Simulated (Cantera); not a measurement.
Charge: 1 mol C2H5OH, 0.025 mol H2O, 3.2 mol N2, 0.13 mol O2, equilibrated at 875 °C and 1.00 bar.

Method: chemical equilibrium by Gibbs-energy minimisation in Cantera with the NASA 1993 tables (ideal gas, pure condensed phases). Equilibrium is a limit: real reactors are often held back by kinetics, nucleation or transport.

```json
[
 {"species": "N2", "before": "0.430", "after": "0.480"},
 {"species": "H2", "before": "0.395", "after": "0.280"},
 {"species": "CO", "before": "0.167", "after": "0.111"},
 {"species": "CH4", "before": "0.00372", "after": "0.0617"},
 {"species": "H2O", "before": "0.00317", "after": "0.0493"},
 {"species": "CO2", "before": "0.00114", "after": "0.0165"},
 {"species": "NH3", "before": "4.01e-5", "after": "0.000837"},
 {"species": "HCN", "before": "1.68e-5", "after": "1.50e-5"},
 {"species": "C(graphite), mol", "before": "0.719", "after": "0.742"}
]
```
Gas species are given as mole fractions.

Problem. What was changed between the two runs?
(A) pressure from 1.00 bar to 33.0 bar
(B) pressure from 1.00 bar to 0.160 bar
(C) C2H5OH replaced by C3H8
(D) C2H5OH replaced by acetone

Solution. A, pressure from 1.00 bar to 33.0 bar. The ideal-gas law is rough above about 30 bar
